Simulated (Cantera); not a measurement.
Fe2O3 + H2 + H2O (hydrogen reduction and annealing atmospheres)

Charge: 1 mol Fe2O3, 2.9 mol H2, 5.9 mol H2O, at 1700 K.

Method: chemical equilibrium by Gibbs-energy minimisation in Cantera with the NASA 1993 tables (ideal gas, pure condensed phases). Candidate condensed phases: Fe, FeO, Fe(OH)2, Fe(OH)3, Fe2O3, Fe3O4, H2O; 12 gas species. The tables' stoichiometric FeO is somewhat more stable than real wüstite, so its field is too wide. FeO: taken at fixed stoichiometry. Kinetics and transport are ignored.

From 10.0 Pa to 1000000 Pa the condensed part is FeO(l). The main Fe-bearing gas is Fe at 10.0 Pa and Fe(OH)2 at 1000000 Pa.

```json
[
 {"P (Pa)": "10", "x H2O": "0.781", "x H2": "0.203", "x Fe": "0.00768", "x H": "0.00664", "x OH": "0.00132", "x FeO": "0.000251", "x Fe(OH)2": "6.19e-5", "x O2": "5.97e-5", "n FeO(l)": "1.93"},
 {"P (Pa)": "100", "x H2O": "0.783", "x H2": "0.214", "x Fe": "0.000806", "x H": "0.00215", "x OH": "0.000408", "x FeO": "2.51e-5", "x Fe(OH)2": "6.21e-5", "x O2": "5.41e-6", "n FeO(l)": "1.99"},
 {"P (Pa)": "1000", "x H2O": "0.784", "x H2": "0.215", "x Fe": "8.11e-5", "x H": "0.000684", "x OH": "0.000129", "x FeO": "2.51e-6", "x Fe(OH)2": "6.21e-5", "x O2": "5.34e-7", "n FeO(l)": "2.00"},
 {"P (Pa)": "10000", "x H2O": "0.784", "x H2": "0.216", "x Fe": "8.12e-6", "x H": "0.000216", "x OH": "4.06e-5", "x FeO": "2.51e-7", "x Fe(OH)2": "6.22e-5", "x O2": "5.33e-8", "n FeO(l)": "2.00"},
 {"P (Pa)": "100000", "x H2O": "0.784", "x H2": "0.216", "x Fe": "8.13e-7", "x H": "6.85e-5", "x OH": "1.28e-5", "x FeO": "2.51e-8", "x Fe(OH)2": "6.22e-5", "x O2": "5.32e-9", "n FeO(l)": "2.00"},
 {"P (Pa)": "1000000", "x H2O": "0.784", "x H2": "0.216", "x Fe": "8.13e-8", "x H": "2.17e-5", "x OH": "4.06e-6", "x FeO": "2.51e-9", "x Fe(OH)2": "6.22e-5", "x O2": "5.32e-10", "n FeO(l)": "2.00"}
]
```
x: gas mole fraction; n: condensed amount in mol.
